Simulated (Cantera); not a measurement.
An isothermal plug-flow reactor at 975 K and 1.00 bar (inlet), inlet velocity 2.7 m/s, active area per volume 5400 1/m; feed 0.336 % CH4, 14.1 % O2, 85.6 % N2, equivalence ratio 0.048.

Detailed kinetics in Cantera: Deutschmann's 1995 Pt surface mechanism with GRI-Mech 3.0 gas chemistry. Catalytic surfaces can have several steady states; this one follows from the mechanism file's or the stated starting coverage. Mass transfer to the wall is taken as infinitely fast.

One state of this run: x CH4 = 0.00330; x O2 = 0.141; x H2O = 0.000107; x CO2 = 5.22e-5; x CO = 1.34e-6; θ free Pt = 0.157; θ O* = 0.843; θ OH* = 0.000204. x: gas mole fraction; θ: surface coverage.

**Question.** Which value of z (m) does it belong to?
(A) 0.0015
(B) 0.00039
(C) 0.0002
(D) 0.00075

**Answer.** C, 0.0002
